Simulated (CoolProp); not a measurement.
Saturation properties of dimethyl carbonate (Tc = 283.9 °C, pc = 49.09 bar, ω = 0.346).

The numbers come from the reference Helmholtz-energy equation of state, Zhou 2011 in CoolProp.

```csv
T (°C),p (bar),liquid density (kg/m³),vapour density (kg/m³),enthalpy of vaporisation (kJ/kg),liquid cp (kJ/(kg K)),surface tension (mN/m)
166.25,7.087,855.7,19.83,315.4,2.191,9.50
170.05,7.657,849.1,21.41,311.9,2.206,9.07
173.85,8.262,842.4,23.09,308.2,2.222,8.65
177.65,8.902,835.6,24.89,304.5,2.237,8.24
181.45,9.579,828.8,26.80,300.7,2.254,7.83
185.35,10.31,821.6,28.89,296.7,2.272,7.42
189.15,11.07,814.5,31.06,292.7,2.290,7.03
192.95,11.87,807.2,33.37,288.6,2.310,6.64
196.75,12.71,799.8,35.84,284.4,2.330,6.26
200.55,13.59,792.3,38.47,280.0,2.352,5.88
```

It boils at 90.1 °C under 1 atm.

Surface tension comes from a separate correlation (Mulero 2014).
